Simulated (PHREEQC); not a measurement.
Dissolve 0.012 mol/kgw Al2(SO4)3, 6.6e-05 mol/kgw CaCl2, 0.00019 mol/kgw HCl and 0.00022 mol/kgw NaCl at 25 °C. Closed to the air; pH follows from the charge balance.

All values are PHREEQC results (ion-association model, phreeqc.dat), not measurements.

| Item | Result |
|---|---|
| pH | 3.79 |
| ionic strength | 0.0507 mol/kgw |
| total alkalinity | -0.190 meq/kg |

```tsv
species	molality	activity	log γ
AlSO4+	0.0174	0.0143	-0.086
SO4-2	0.0122	0.00562	-0.337
Al+3	0.00335	0.000804	-0.620
Al(SO4)2-	0.00310	0.00254	-0.086
Cl-	0.000542	0.000441	-0.090
Na+	0.000214	0.000176	-0.084
H+	0.000191	0.000163	-0.069
HSO4-	0.000109	8.91e-5	-0.086
AlOH+2	0.000104	4.90e-5	-0.328
Ca+2	4.50e-5	2.12e-5	-0.327
CaSO4	2.10e-5	2.12e-5	0.005
NaSO4-	6.00e-6	4.97e-6	-0.082
Al(OH)2+	2.84e-6	2.36e-6	-0.082
AlHSO4+2	4.56e-7	2.07e-7	-0.344
CaHSO4+	2.77e-8	2.27e-8	-0.086
```

This is a speciation only: nothing precipitates in the calculation. The solution is supersaturated, for example in Gibbsite (slow to form), so a real one may precipitate; this is no full list.
